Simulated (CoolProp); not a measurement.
Vapour-liquid equilibrium of carbonyl sulfide (1) + propane (2) at 0.0202 MPa; x and y are mole fractions of (1).

Computed with CoolProp (multi-fluid Helmholtz-energy mixture model, Lemmon 2006 and Lemmon 2009; pair parameters Bell 2016).

```tsv
x	bubble temperature, mixture model (K)	bubble temperature, Raoult's law (K)	y, mixture model	y, Raoult's law
0.05	199.4	199.6	0.086	0.073
0.15	198.3	198.8	0.228	0.210
0.25	197.5	198.1	0.345	0.335
0.35	196.8	197.4	0.448	0.449
0.45	196.2	196.7	0.544	0.553
0.55	195.7	196.0	0.635	0.650
0.65	195.1	195.4	0.723	0.738
0.75	194.6	194.8	0.808	0.820
0.85	194.1	194.2	0.890	0.896
0.95	193.6	193.6	0.965	0.967
```

The largest gap from Raoult's law is -0.6 K in bubble temperature, at x = 0.25. No azeotrope shows between x = 0.05 and 0.95.

The pair parameters rest on a limited set of measurements; away from them the model extrapolates.
